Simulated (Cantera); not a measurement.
A freely propagating, adiabatic, planar premixed flame of 13.6 % CH4, 18.1 % O2, 68.3 % N2, equivalence ratio 1.5, unburnt at 550 K and 7500 Torr; multicomponent transport, grid criteria slope 0.08 and curve 0.16, no radiation.

Model: GRI-Mech 3.0 (53 species, 325 reactions), integrated in Cantera. Burning velocities carry a grid error of a few per cent, more on coarse grids.

x: mole fraction of selected species; z is measured from the peak of heat release.

| z (mm) | T (K) | u (m/s) | x CH4 | x O2 | x C2H2 | x CH2CO | x C2H4 | x CH2 |
|---|---|---|---|---|---|---|---|---|
| -0.451 | 551 | 0.197 | 0.136 | 0.180 | (withheld) | 3.29e-8 | 3.99e-7 | <1e-8 |
| -0.300 | 561 | 0.202 | 0.134 | 0.179 | (withheld) | 5.33e-7 | 5.07e-6 | <1e-8 |
| -0.225 | 591 | 0.214 | 0.131 | 0.176 | (withheld) | 3.19e-6 | 2.57e-5 | <1e-8 |
| -0.150 | 723 | 0.265 | 0.121 | 0.164 | (withheld) | 2.74e-5 | 0.000174 | <1e-8 |
| -0.0751 | 1168 | 0.437 | 0.0850 | 0.118 | (withheld) | 0.000226 | 0.00110 | <1e-8 |
| -0.0376 | 1534 | 0.581 | 0.0526 | 0.0747 | (withheld) | 0.000514 | 0.00214 | 2.37e-7 |
| 0 | 1866 | 0.715 | 0.0232 | 0.0314 | (withheld) | 0.000533 | 0.00196 | 6.02e-6 |
| 0.0376 | 2028 | 0.780 | 0.0105 | 0.00992 | 0.00446 | 0.000193 | 0.000639 | 1.10e-5 |
| 0.0751 | 2080 | 0.801 | 0.00666 | 0.00331 | 0.00462 | 7.44e-5 | 0.000207 | 6.81e-6 |
| 0.150 | 2101 | 0.810 | 0.00426 | 0.000535 | 0.00435 | 2.53e-5 | 5.76e-5 | 2.55e-6 |
| 0.300 | 2099 | 0.811 | 0.00268 | 2.65e-5 | (withheld) | 1.31e-5 | 2.31e-5 | 1.12e-6 |
| 0.601 | 2093 | 0.811 | 0.00160 | 2.63e-7 | (withheld) | 7.62e-6 | 1.12e-5 | 5.86e-7 |
| 1.20 | 2087 | 0.811 | 0.000824 | 1.32e-7 | (withheld) | 3.02e-6 | 4.12e-6 | 2.52e-7 |

Question: Complete the blanks.

Answer: 
- -0.451, x C2H2: 2.51e-7
- -0.300, x C2H2: 3.09e-6
- -0.225, x C2H2: 1.53e-5
- -0.150, x C2H2: 0.000101
- -0.0751, x C2H2: 0.000624
- -0.0376, x C2H2: 0.00138
- 0, x C2H2: 0.00312
- 0.300, x C2H2: 0.00361
- 0.601, x C2H2: 0.00232
- 1.20, x C2H2: 0.000941
